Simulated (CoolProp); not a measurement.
Model: reference Helmholtz-energy equation of state, Span 2000, in CoolProp.

Q: For nitrogen, give the phase and the density (kg/m³), speed of sound (m/s), Joule-Thomson coefficient (K/MPa), viscosity (µPa s) at -180.35 °C and 18.9 bar.

A: 
- -180.35 °C and 18.9 bar: liquid; density 737, speed of sound 708, Joule-Thomson coefficient -0.214, viscosity 97.3

Viscosity comes from a separate model (Lemmon 2004).
